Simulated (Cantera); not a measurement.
Mixture: 19.6 % CO, 14.3 % H₂, 17.0 % O₂, 49.1 % N₂, equivalence ratio 1.0, at 0.680 bar, adiabatic and at constant pressure. Ignition delay is the time to a rise of 400 K.

Cantera simulation using GRI-Mech 3.0 (53 species, 325 reactions); the numbers are that mechanism's predictions, not measurements. Where the delays flatten at high temperature, the 400 K rule measures the pace of heat release, not the induction time.

Problem. Predict: delay at 1173 K; delay at 1273 K; delay at 1373 K; delay at 1473 K; delay at 1573 K; delay at 1673 K.

Solution. 
| Property | Value |
|---|---|
| delay at 1173 K | 88.7 µs |
| delay at 1273 K | 60.2 µs |
| delay at 1373 K | 46.9 µs |
| delay at 1473 K | 40.7 µs |
| delay at 1573 K | 38.7 µs |
| delay at 1673 K | 39.8 µs |
